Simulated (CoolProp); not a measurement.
Vapour-liquid equilibrium of ethylbenzene (1) + p-xylene (2) at 430.2 K; x and y are mole fractions of (1).

The numbers come from the multi-fluid Helmholtz-energy mixture model, Zhou 2012 and Zhou 2012; pair parameters Bell 2016 in CoolProp.

| x | bubble pressure (MPa) | y at the bubble point | dew pressure at overall composition x (MPa) | liquid density (mol/L) |
|---|---|---|---|---|
| 0.05 | 0.1637 | 0.054 | 0.1637 | 6.916 |
| 0.2 | 0.1655 | 0.210 | 0.1654 | 6.921 |
| 0.35 | 0.1670 | 0.362 | 0.1669 | 6.928 |
| 0.5 | 0.1683 | 0.511 | 0.1682 | 6.935 |
| 0.65 | 0.1694 | 0.659 | 0.1694 | 6.943 |
| 0.8 | 0.1705 | 0.806 | 0.1705 | 6.951 |
| 0.95 | 0.1716 | 0.952 | 0.1716 | 6.959 |

No azeotrope shows between x = 0.05 and 0.95.

The pair parameters rest on a limited set of measurements; away from them the model extrapolates.
